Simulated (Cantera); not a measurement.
Cantera run:

```python
import numpy as np
import cantera as ct

gas_names = """
    CO2 CO TaO2 O
""".split()
cond_names = """
    TaC(s) TaC(L) Ta2O5(s) Ta2O5(L) Ta(cr) Ta(L)
""".split()


def load(file, names, dense=False):
    # The tables refer to 1 bar. Condensed volumes are neglected.
    table = {s.name: s for s in ct.Species.list_from_file(file)}
    out = []
    for n in names:
        d = dict(table[n].input_data)
        d["thermo"] = dict(d["thermo"], **{"reference-pressure": 1e5})
        if dense:
            d["equation-of-state"] = {"model": "constant-volume", "density": "1e6 g/cm^3"}
        out.append(ct.Species.from_dict(d))
    return out


species = {s.name: s for s in load("nasa_gas.yaml", gas_names) + load("nasa_condensed.yaml", cond_names)}
# Each term lists the table entries of one substance; the one whose range holds T is used.
reactions = {
    '2 TaC + 7 CO2(g) = Ta2O5 + 9 CO(g)':
        [(-2, ['TaC(s)', 'TaC(L)']), (-7, ['CO2']), (1, ['Ta2O5(s)', 'Ta2O5(L)']), (9, ['CO'])],
    'TaO2(g) = Ta + 2 O(g)':
        [(-1, ['TaO2']), (1, ['Ta(cr)', 'Ta(L)']), (2, ['O'])],
}


def pick(names, T):
    return next(species[n] for n in names if species[n].thermo.min_temp <= T <= species[n].thermo.max_temp)


results = []
for label, terms in reactions.items():
    print(label)
    print("     T/K   dH/kJ  dS/(J/K)   dG/kJ   log10 K")
    for T in [300, 525, 725, 925, 1125, 1325, 1525, 1725, 1925, 2125]:
        used = [(nu, pick(names, T)) for nu, names in terms]
        dH = sum(nu * s.thermo.h(T) for nu, s in used) / 1e6
        dS = sum(nu * s.thermo.s(T) for nu, s in used) / 1e3
        dG = dH - T * dS / 1e3
        logK = -dG * 1e6 / (ct.gas_constant * T * np.log(10))
        results.append((label, T, dH, dS, dG, logK, [s.name for _, s in used]))
        print(f"{T:8g} {dH:8.1f} {dS:8.1f} {dG:8.1f} {logK:8.2f}")
```

Result:

```
2 TaC + 7 CO2(g) = Ta2O5 + 9 CO(g)
     T/K   dH/kJ  dS/(J/K)   dG/kJ   log10 K
     300      2.1    341.2   -100.3    17.46
     525     10.9    364.1   -180.3    17.94
     725     13.4    368.3   -253.6    18.27
     925     14.1    369.2   -327.4    18.49
    1125     13.8    368.9   -401.2    18.63
    1325     12.7    368.0   -474.9    18.72
    1525     11.1    366.9   -548.4    18.78
    1725      8.8    365.5   -621.6    18.82
    1925      5.9    363.9   -694.6    18.85
    2125    125.5    422.0   -771.2    18.96
TaO2(g) = Ta + 2 O(g)
     T/K   dH/kJ  dS/(J/K)   dG/kJ   log10 K
     300    699.2     83.5    674.2  -117.38
     525    704.0     95.4    653.9   -65.05
     725    707.3    100.8    634.2   -45.69
     925    710.2    104.4    613.7   -34.65
    1125    713.0    107.1    592.5   -27.51
    1325    715.8    109.4    570.8   -22.50
    1525    718.6    111.4    548.8   -18.80
    1725    721.4    113.1    526.3   -15.94
    1925    724.4    114.7    503.5   -13.66
    2125    727.4    116.2    480.4   -11.81
```

Cantera with NASA thermochemical tables; ideal gases at 1 bar, condensed phases pure. TaC: taken at fixed stoichiometry. Condensed species are held in their standard states even where they would react or evaporate.
